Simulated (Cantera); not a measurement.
A closed system holds: 1 mol Si, 2.6 mol F2, at 875 °C and 4.00 Pa.

Method: chemical equilibrium by Gibbs-energy minimisation in Cantera with the NASA 1993 tables (ideal gas, pure condensed phases). Candidate condensed phases: Si; 9 gas species. Kinetics and transport are ignored.

### Question
What is the equilibrium state?

### Answer
```
Item                                  Value
--------------------------------  ---------
x(F)                                  0.545
x(SiF4)                               0.455
x(F2)                               9.54e-5
gas amount                        2.200 mol
log10 activity of Si(s) (absent)     -53.88
```
